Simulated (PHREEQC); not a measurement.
Model water analysis in mg/kgw, 25 °C, pH 6.01, pe -1.9:

```tsv
constituent	mg/kgw
Na	9.87
K	1.29
Ca	2.52
Mg	1
Cl	9.3
S(6) as SO4	3.83
Alkalinity as HCO3	19.5
Si as SiO2	0.384
```

Valence states are taken as typed.

Equilibrium calculation in PHREEQC: ion-association model, wateq4f.dat.

The ionic strength is 0.000807 mol/kgw and the charge-balance error comes out as 0.7 %.

```
species  molality  activity   log γ
-------  --------  --------  ------
CO2      0.000681  0.000681   0.000
Na+      0.000429  0.000416  -0.014
HCO3-    0.000320  0.000310  -0.014
Cl-      0.000262  0.000254  -0.014
Ca+2      6.23e-5   5.48e-5  -0.055
Mg+2      4.07e-5   3.59e-5  -0.055
SO4-2     3.91e-5   3.44e-5  -0.055
K+        3.30e-5   3.19e-5  -0.014
H4SiO4    6.39e-6   6.39e-6   0.000
H+        1.01e-6   9.77e-7  -0.013
CaSO4     3.77e-7   3.77e-7   0.000
MgSO4     2.89e-7   2.89e-7   0.000
CaHCO3+   2.24e-7   2.17e-7  -0.014
```

This is a speciation only: nothing precipitates in the calculation. Complexes and solids missing from the database can't appear.
